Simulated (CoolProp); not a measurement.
Model: reference Helmholtz-energy equation of state, Guder 2009, in CoolProp.

Q: Give the vapour pressure (MPa), vapour density (kg/m³), enthalpy of vaporisation (kJ/kg), liquid cp (kJ/(kg K)) of saturated sulfur hexafluoride at -4.15 °C.

A: 
```json
[
 {"T (°C)": "-4.15", "p (MPa)": "1.11", "vapour density (kg/m³)": "92.5", "enthalpy of vaporisation (kJ/kg)": "86.9", "liquid cp (kJ/(kg K))": "1.01"}
]
```
